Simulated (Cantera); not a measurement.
A Cantera script and what it prints.

```python
import numpy as np
import cantera as ct

gas_names = """
    O2 AL2O TiO ZrO2
""".split()
cond_names = """
    AL(cr) AL(L) Li(cr) Li(L) Li2O(s) Li2O(L) Ti(a) Ti(b) Ti(L) Zr(a) Zr(b) Zr(L)
""".split()


def load(file, names, dense=False):
    # The tables refer to 1 bar. Condensed volumes are neglected.
    table = {s.name: s for s in ct.Species.list_from_file(file)}
    out = []
    for n in names:
        d = dict(table[n].input_data)
        d["thermo"] = dict(d["thermo"], **{"reference-pressure": 1e5})
        if dense:
            d["equation-of-state"] = {"model": "constant-volume", "density": "1e6 g/cm^3"}
        out.append(ct.Species.from_dict(d))
    return out


species = {s.name: s for s in load("nasa_gas.yaml", gas_names) + load("nasa_condensed.yaml", cond_names)}
# Each term lists the table entries of one substance; the one whose range holds T is used.
reactions = {
    '4 Al + O2(g) = 2 Al2O(g)':
        [(-4, ['AL(cr)', 'AL(L)']), (-1, ['O2']), (2, ['AL2O'])],
    '4 Li + O2(g) = 2 Li2O':
        [(-4, ['Li(cr)', 'Li(L)']), (-1, ['O2']), (2, ['Li2O(s)', 'Li2O(L)'])],
    '2 Ti + O2(g) = 2 TiO(g)':
        [(-2, ['Ti(a)', 'Ti(b)', 'Ti(L)']), (-1, ['O2']), (2, ['TiO'])],
    'Zr + O2(g) = ZrO2(g)':
        [(-1, ['Zr(a)', 'Zr(b)', 'Zr(L)']), (-1, ['O2']), (1, ['ZrO2'])],
}


def pick(names, T):
    return next(species[n] for n in names if species[n].thermo.min_temp <= T <= species[n].thermo.max_temp)


results = []
for label, terms in reactions.items():
    print(label)
    print("     T/K   dH/kJ  dS/(J/K)   dG/kJ   log10 K")
    for T in [300, 1375, 1400, 1425, 1450, 1475, 1500, 1525, 1550, 1575, 1600, 1625]:
        used = [(nu, pick(names, T)) for nu, names in terms]
        dH = sum(nu * s.thermo.h(T) for nu, s in used) / 1e6
        dS = sum(nu * s.thermo.s(T) for nu, s in used) / 1e3
        dG = dH - T * dS / 1e3
        logK = -dG * 1e6 / (ct.gas_constant * T * np.log(10))
        results.append((label, T, dH, dS, dG, logK, [s.name for _, s in used]))
        print(f"{T:8g} {dH:8.1f} {dS:8.1f} {dG:8.1f} {logK:8.2f}")
```

It prints:

```
4 Al + O2(g) = 2 Al2O(g)
     T/K   dH/kJ  dS/(J/K)   dG/kJ   log10 K
     300   -290.4    186.2   -346.3    60.29
    1375   -370.6     92.2   -497.3    18.89
    1400   -371.6     91.4   -499.6    18.64
    1425   -372.6     90.7   -501.9    18.40
    1450   -373.6     90.0   -504.1    18.16
    1475   -374.6     89.3   -506.4    17.93
    1500   -375.6     88.6   -508.6    17.71
    1525   -376.6     88.0   -510.8    17.50
    1550   -377.7     87.3   -513.0    17.29
    1575   -378.7     86.7   -515.2    17.09
    1600   -379.7     86.0   -517.3    16.89
    1625   -380.7     85.4   -519.5    16.70
4 Li + O2(g) = 2 Li2O
     T/K   dH/kJ  dS/(J/K)   dG/kJ   log10 K
     300  -1197.4   -245.9  -1123.7   195.64
    1375  -1196.6   -266.8   -829.8    31.52
    1400  -1195.7   -266.1   -823.1    30.71
    1425  -1194.8   -265.5   -816.5    29.93
    1450  -1193.8   -264.8   -809.9    29.17
    1475  -1192.9   -264.1   -803.2    28.45
    1500  -1191.9   -263.5   -796.7    27.74
    1525  -1190.9   -262.8   -790.1    27.06
    1550  -1189.9   -262.2   -783.5    26.40
    1575  -1189.0   -261.6   -777.0    25.77
    1600  -1188.0   -261.0   -770.4    25.15
    1625  -1187.0   -260.3   -763.9    24.56
2 Ti + O2(g) = 2 TiO(g)
     T/K   dH/kJ  dS/(J/K)   dG/kJ   log10 K
     300    108.8    200.3     48.7    -8.48
    1375     79.0    164.8   -147.6     5.61
    1400     78.4    164.4   -151.7     5.66
    1425     77.9    163.9   -155.8     5.71
    1450     77.3    163.5   -159.9     5.76
    1475     76.6    163.1   -163.9     5.81
    1500     76.0    162.7   -168.0     5.85
    1525     75.4    162.3   -172.1     5.89
    1550     74.7    161.8   -176.1     5.94
    1575     74.0    161.4   -180.2     5.98
    1600     73.3    160.9   -184.2     6.01
    1625     72.5    160.5   -188.2     6.05
Zr + O2(g) = ZrO2(g)
     T/K   dH/kJ  dS/(J/K)   dG/kJ   log10 K
     300   -286.2     29.7   -295.1    51.38
    1375   -298.5     14.9   -319.0    12.12
    1400   -298.7     14.8   -319.4    11.92
    1425   -298.9     14.6   -319.7    11.72
    1450   -299.1     14.5   -320.1    11.53
    1475   -299.3     14.3   -320.5    11.35
    1500   -299.6     14.2   -320.8    11.17
    1525   -299.8     14.0   -321.2    11.00
    1550   -300.0     13.9   -321.5    10.83
    1575   -300.3     13.7   -321.9    10.67
    1600   -300.5     13.6   -322.2    10.52
    1625   -300.8     13.4   -322.5    10.37
```

Cantera with NASA thermochemical tables; ideal gases at 1 bar, condensed phases pure. Condensed species are held in their standard states even where they would react or evaporate.
